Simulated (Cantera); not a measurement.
A freely propagating, adiabatic, planar premixed flame of H2 : O2 : N2 = 1 : 0.185 : 0.696 (molar parts), equivalence ratio 2.7, unburnt at 675 K and 1.30 bar; multicomponent transport, grid criteria slope 0.08 and curve 0.16, no radiation.

Detailed kinetics in Cantera: the H2/O2 subset of GRI-Mech 3.0, which has no nitrogen chemistry. Burning velocities carry a grid error of a few per cent, more on coarse grids.

x: mole fraction of selected species; z is measured from the peak of heat release.

```json
[
 {"z (mm)": "-1.09", "T (K)": "675", "u (m/s)": "10.2", "x H2": "0.532", "x O2": "0.0984", "x HO2": "<1e-8", "x OH": "<1e-8", "x O": "<1e-8", "x H2O": "<1e-8"},
 {"z (mm)": "-0.724", "T (K)": "675", "u (m/s)": "10.2", "x H2": "0.532", "x O2": "0.0984", "x HO2": "<1e-8", "x OH": "<1e-8", "x O": "<1e-8", "x H2O": "<1e-8"},
 {"z (mm)": "-0.543", "T (K)": "675", "u (m/s)": "10.2", "x H2": "0.532", "x O2": "0.0984", "x HO2": "2.23e-8", "x OH": "<1e-8", "x O": "<1e-8", "x H2O": "<1e-8"},
 {"z (mm)": "-0.362", "T (K)": "675", "u (m/s)": "10.2", "x H2": "0.532", "x O2": "0.0984", "x HO2": "3.51e-6", "x OH": "<1e-8", "x O": "?", "x H2O": "8.02e-7"},
 {"z (mm)": "-0.181", "T (K)": "708", "u (m/s)": "10.7", "x H2": "0.528", "x O2": "0.0976", "x HO2": "0.000224", "x OH": "7.74e-5", "x O": "?", "x H2O": "0.00185"},
 {"z (mm)": "-0.0904", "T (K)": "903", "u (m/s)": "13.4", "x H2": "0.502", "x O2": "0.0904", "x HO2": "0.000143", "x OH": "0.000423", "x O": "?", "x H2O": "0.0203"},
 {"z (mm)": "0", "T (K)": "1255", "u (m/s)": "18.1", "x H2": "0.413", "x O2": "0.0555", "x HO2": "6.42e-5", "x OH": "0.00153", "x O": "?", "x H2O": "0.0950"},
 {"z (mm)": "0.0904", "T (K)": "1496", "u (m/s)": "21.4", "x H2": "0.334", "x O2": "0.0135", "x HO2": "1.53e-5", "x OH": "0.00223", "x O": "?", "x H2O": "0.179"},
 {"z (mm)": "0.181", "T (K)": "1598", "u (m/s)": "22.7", "x H2": "0.319", "x O2": "0.00235", "x HO2": "2.55e-6", "x OH": "0.00220", "x O": "?", "x H2O": "0.202"},
 {"z (mm)": "0.362", "T (K)": "1697", "u (m/s)": "23.9", "x H2": "0.323", "x O2": "0.000210", "x HO2": "2.32e-7", "x OH": "0.00231", "x O": "?", "x H2O": "0.207"},
 {"z (mm)": "0.724", "T (K)": "1801", "u (m/s)": "25.2", "x H2": "0.333", "x O2": "8.41e-5", "x HO2": "1.03e-7", "x OH": "0.00231", "x O": "?", "x H2O": "0.209"},
 {"z (mm)": "1.45", "T (K)": "1900", "u (m/s)": "26.4", "x H2": "0.343", "x O2": "5.07e-5", "x HO2": "6.61e-8", "x OH": "0.00207", "x O": "?", "x H2O": "0.211"},
 {"z (mm)": "2.89", "T (K)": "1987", "u (m/s)": "27.4", "x H2": "0.352", "x O2": "2.58e-5", "x HO2": "3.73e-8", "x OH": "0.00166", "x O": "?", "x H2O": "0.213"}
]
```

**Question.** Fill in the missing entries.

**Answer.** 
- -0.362, x O: 1.19e-8
- -0.181, x O: 2.04e-5
- -0.0904, x O: 0.000320
- 0, x O: 0.00205
- 0.0904, x O: 0.00159
- 0.181, x O: 0.000679
- 0.362, x O: 0.000412
- 0.724, x O: 0.000299
- 1.45, x O: 0.000187
- 2.89, x O: 9.69e-5
